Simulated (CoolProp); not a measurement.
Computed with CoolProp (reference Helmholtz-energy equation of state, Zhou 2014).

Question: For cyclohexane, give the phase and the cv (kJ/(kg K)), speed of sound (m/s), Joule-Thomson coefficient (K/MPa), fugacity coefficient at 520.9 K and 556 kPa; 520.9 K and 2230 kPa; 520.9 K and 3340 kPa.

Answer: 
- 520.9 K and 556 kPa: gas; cv 2.27, speed of sound 219, Joule-Thomson coefficient 7.74, fugacity coefficient 0.944
- 520.9 K and 2230 kPa: gas; cv 2.36, speed of sound 164, Joule-Thomson coefficient 12.9, fugacity coefficient 0.777
- 520.9 K and 3340 kPa: liquid; cv 2.39, speed of sound 310, Joule-Thomson coefficient 1.07, fugacity coefficient 0.601
